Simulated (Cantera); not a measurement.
## Ignition delay

Mixture: H2 : O2 : N2 = 1 : 0.641 : 2.63 (molar parts), equivalence ratio 0.78, at 5.00 bar, adiabatic and at constant volume. Ignition delay is the time to a rise of 400 K.

Detailed kinetics in Cantera: the H2/O2 subset of GRI-Mech 3.0, which has no nitrogen chemistry. The hydrogen kinetics of GRI-Mech 3.0 are dated; newer H2 mechanisms differ, most at raised pressure. Below about 950 K walls govern HO2 and H2O2 in real vessels.

```json
[
 {"T0 (K)": "925", "delay (ms)": "90.6"},
 {"T0 (K)": "975", "delay (ms)": "23.1"},
 {"T0 (K)": "1025", "delay (ms)": "5.94"},
 {"T0 (K)": "1075", "delay (ms)": "1.33"},
 {"T0 (K)": "1125", "delay (ms)": "0.150"},
 {"T0 (K)": "1175", "delay (ms)": "0.0234"},
 {"T0 (K)": "1225", "delay (ms)": "0.0121"},
 {"T0 (K)": "1275", "delay (ms)": "0.00806"}
]
```

| Item | Result |
|---|---|
| apparent activation energy between 1175 and 1275 K | 130 kJ/mol |
